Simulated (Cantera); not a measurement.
A freely propagating, adiabatic, planar premixed flame of 48.4 % H2, 10.5 % O2, 41.1 % N2, equivalence ratio 2.3, unburnt at 448 K and 10.0 bar; mixture-averaged transport, grid criteria slope 0.08 and curve 0.16, no radiation.

Computed with Cantera and the H2/O2 subset of GRI-Mech 3.0, which has no nitrogen chemistry. The hydrogen kinetics of GRI-Mech 3.0 are dated; newer H2 mechanisms differ, most at raised pressure. Burning velocities carry a grid error of a few per cent, more on coarse grids.

Problem. Predict: laminar burning velocity; thermal thickness; peak x(H); peak x(HO2); peak x(O).

Solution. laminar burning velocity: 411 cm/s
thermal thickness: 0.0243 mm
peak x(H): 0.0270
peak x(HO2): 0.00134
peak x(O): 0.000858
